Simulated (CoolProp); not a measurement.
CH2F2 (R32) along the isobar 31500 kPa: fugacity coefficient from the reference equation and from simpler models built on Tc = 351.3 K, pc = 5783 kPa, ω = 0.277; each cubic takes its own stable root.

The numbers come from the reference Helmholtz-energy equation of state, Tillner-Roth 1997 in CoolProp.

```csv
T (K),phase,reference
171.1,liquid,0.0002332
187,liquid,0.0008324
202.9,liquid,0.002351
218.9,liquid,0.005575
234.8,liquid,0.01142
250.7,liquid,0.02091
266.7,liquid,0.03507
282.6,liquid,0.05445
298.5,liquid,0.07949
314.5,liquid,0.1105
330.4,liquid,0.1467
346.3,liquid,0.1877
```

### Question
How far does each simpler model (van der Waals, Soave-Redlich-Kwong, Peng-Robinson) lie from the reference over these 12 states: mean and median of the absolute difference, and the worst?

### Answer
- van der Waals: mean 1509.5 %, median 381.0 %, worst +8978.0 % at 171.1 K and 31500 kPa
- Soave-Redlich-Kwong: mean 22.4 %, median 24.1 %, worst +25.6 % at 314.5 K and 31500 kPa
- Peng-Robinson: mean 11.5 %, median 11.6 %, worst +12.5 % at 314.5 K and 31500 kPa
